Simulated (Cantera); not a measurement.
Input: 1 mol PbS, 550 mol H₂, 15 mol N₂, held at 0.0133 bar.

Method: chemical equilibrium by Gibbs-energy minimisation in Cantera with the NASA 1993 tables (ideal gas, pure condensed phases). Candidate condensed phases: Pb, PbS, S; 18 gas species. Kinetics and transport are ignored. All values below are at 1675 K.

Base state: H₂ 0.969, N₂ 0.0265, Pb 0.00166, H₂S 0.00134, H 0.000990, SH 0.000208, PbS 0.000107, S₂ 4.93e-5 (mole fractions); condensed: gas only.

Problem. What changes in the equilibrium state with this change: PbS replaced by Cu₂O?

Solution. 
```tsv
species	before	after
H₂	0.969	0.967
N₂	0.0265	0.0264
Cu	0	0.00352
H₂O	0	0.00176
Pb	0.00166	0
H₂S	0.00134	0
SH	0.000208	0
PbS	0.000107	0
S₂	4.93e-5	0
S	1.53e-5	0
```
Further candidate phases: Cu, CuO, Cu(OH)₂, Cu₂O, H₂O.

Problem. What changes in the equilibrium state with this change: PbS replaced by SiO₂?

Solution. 
```csv
species,before,after
H₂,0.969,0.969
N₂,0.0265,0.0265
SiO,0,0.00177
H₂O,0,0.00177
Pb,0.00166,0
H₂S,0.00134,0
SH,0.000208,0
```
Further candidate phases: H₂O, Si, SiO₂, Si₂N₂O, Si₃N₄.
